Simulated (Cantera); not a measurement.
An adiabatic, constant-volume homogeneous reactor starts with CH₃OH : O₂ : N₂ = 1 : 0.75 : 2.82 (molar parts), at 1325 K and 24.0 bar. Integrator tolerance rtol = 1e-08.

Detailed kinetics in Cantera: GRI-Mech 3.0 (53 species, 325 reactions). GRI-Mech 3.0 was tuned for natural gas; its chemistry of methanol as a main component is partial and can be far from experiment. The pressure lies above the range GRI-Mech 3.0 was tuned for (to about 10 atm).

What does this change do: pressure from 24.0 bar to 1.00 bar?


```csv
quantity,before,after
time of steepest temperature rise,0.100 ms,1.23 ms
temperature at 8.00 s,2836 K,2725 K
equilibrium temperature,2836 K,2725 K
x(CH₃OH) at 8.00 s,7.90e-11 (gas-phase equilibrium 8.15e-11),<1e-12 (gas-phase equilibrium <1e-12)
x(O₂) at 8.00 s,3.19e-5 (gas-phase equilibrium 3.19e-5),0.000316 (gas-phase equilibrium 0.000316)
x(CO₂) at 8.00 s,0.0352 (gas-phase equilibrium 0.0352),0.0353 (gas-phase equilibrium 0.0353)
x(H₂O₂) at 8.00 s,1.34e-7 (gas-phase equilibrium 1.34e-7),6.72e-8 (gas-phase equilibrium 6.72e-8)
x(CO) at 8.00 s,0.136 (gas-phase equilibrium 0.136),0.135 (gas-phase equilibrium 0.135)
```

What does this change do: pressure from 24.0 bar to 14.0 bar?


| quantity | before | after |
|---|---|---|
| time of steepest temperature rise | 0.100 ms | 0.145 ms |
| temperature at 8.00 s | 2836 K | 2824 K |
| equilibrium temperature | 2836 K | 2824 K |
| x(CH₃OH) at 8.00 s | 7.90e-11 (gas-phase equilibrium 8.15e-11) | 2.70e-11 (gas-phase equilibrium 2.79e-11) |
| x(O₂) at 8.00 s | 3.19e-5 (gas-phase equilibrium 3.19e-5) | 4.98e-5 (gas-phase equilibrium 4.98e-5) |
| x(CO₂) at 8.00 s | 0.0352 (gas-phase equilibrium 0.0352) | 0.0352 (gas-phase equilibrium 0.0352) |
| x(H₂O₂) at 8.00 s | 1.34e-7 (gas-phase equilibrium 1.34e-7) | 1.24e-7 (gas-phase equilibrium 1.24e-7) |
| x(CO) at 8.00 s | 0.136 (gas-phase equilibrium 0.136) | 0.136 (gas-phase equilibrium 0.136) |

What does this change do: initial temperature 1325 to 1023 K?


```csv
quantity,before,after
time of steepest temperature rise,0.100 ms,23.8 ms
temperature at 8.00 s,2836 K,2593 K
equilibrium temperature,2836 K,2593 K
x(CH₃OH) at 8.00 s,7.90e-11 (gas-phase equilibrium 8.15e-11),1.65e-10 (gas-phase equilibrium 1.69e-10)
x(O₂) at 8.00 s,3.19e-5 (gas-phase equilibrium 3.19e-5),3.51e-6 (gas-phase equilibrium 3.51e-6)
x(CO₂) at 8.00 s,0.0352 (gas-phase equilibrium 0.0352),0.0373 (gas-phase equilibrium 0.0373)
x(H₂O₂) at 8.00 s,1.34e-7 (gas-phase equilibrium 1.34e-7),3.09e-8 (gas-phase equilibrium 3.09e-8)
x(CO) at 8.00 s,0.136 (gas-phase equilibrium 0.136),0.134 (gas-phase equilibrium 0.134)
```
